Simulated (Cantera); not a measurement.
A perfectly stirred reactor is fed with H₂ : O₂ : N₂ = 0.53 : 1 : 4.8 (molar parts), equivalence ratio 0.27, at 0.520 bar; it is held at 1050 K, and followed from long to short residence time.

Computed with Cantera and GRI-Mech 3.0 (53 species, 325 reactions). The temperature is held fixed by assumption; the heat of reaction is taken as removed at once.

### Question
What does this change do: 0.46 parts H2O added?

### Answer
```json
[
 {"quantity": "x(H₂) at τ = 0.790 s", "before": "0.000460", "after": "0.000755"},
 {"quantity": "x(O₂) at τ = 0.790 s", "before": "0.121", "after": "0.113"},
 {"quantity": "x(H₂O₂) at τ = 0.790 s", "before": "1.51e-6", "after": "4.08e-6"},
 {"quantity": "x(O) at τ = 0.790 s", "before": "1.25e-5", "after": "6.09e-6"},
 {"quantity": "x(NO) at τ = 0.790 s", "before": "1.95e-8", "after": "5.87e-9"},
 {"quantity": "x(H₂) at τ = 86.0 ms", "before": "0.00155", "after": "0.00221"},
 {"quantity": "x(O₂) at τ = 86.0 ms", "before": "0.122", "after": "0.114"},
 {"quantity": "x(H₂O₂) at τ = 86.0 ms", "before": "3.11e-6", "after": "7.09e-6"},
 {"quantity": "x(O) at τ = 86.0 ms", "before": "5.62e-5", "after": "3.11e-5"},
 {"quantity": "x(NO) at τ = 86.0 ms", "before": "1.91e-8", "after": "7.12e-9"}
]
```
